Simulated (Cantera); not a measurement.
An isothermal, constant-pressure homogeneous reactor starts with 1.52 % C2H6, 98.5 % N2, at 1925 K and 210 Torr.

Cantera simulation using GRI-Mech 3.0 (53 species, 325 reactions); the numbers are that mechanism's predictions, not measurements. GRI-Mech 3.0 stops at C3 and has no aromatics, soot or wall deposition, so with more carbon than oxygen in the feed, carbon stays in small species such as C2H2 where larger ones or solid carbon would form.

Task: Predict: x(CH3) at 30.0 s; x(C2H) at 30.0 s; x(H) at 30.0 s; x(C2H2) at 30.0 s; x(CH2) at 30.0 s; x(CH4) at 30.0 s.

Result: 
| Item | Result |
|---|---|
| x(CH3) at 30.0 s | 3.72e-7 (gas-phase equilibrium 2.93e-7) |
| x(C2H) at 30.0 s | 2.22e-6 (gas-phase equilibrium 2.52e-7) |
| x(H) at 30.0 s | 0.000311 (gas-phase equilibrium 0.000311) |
| x(C2H2) at 30.0 s | 0.0146 (gas-phase equilibrium 0.00165) |
| x(CH2) at 30.0 s | 4.88e-9 (gas-phase equilibrium 3.84e-9) |
| x(CH4) at 30.0 s | 1.76e-6 (gas-phase equilibrium 1.38e-6) |
